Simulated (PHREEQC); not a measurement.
Make-up at 63 °C: 0.011 mol HF, 0.0093 mol KF and 0.00061 mol HCl per kg of water. Closed to the air; pH follows from the charge balance.

Computed with PHREEQC (ion-association model, phreeqc.dat).

No solid was allowed to form.

**Question.** Predict the pH, ionic strength.

**Answer.** pH 3.36; ionic strength 0.00978 mol/kgw.

**Question.** In which forms is F present?

**Answer.** HF 53 %, F- 43 %, HF2- 4.1 % of the F.

Complexes and solids missing from the database can't appear. Constants without temperature data keep their 25 °C values here.
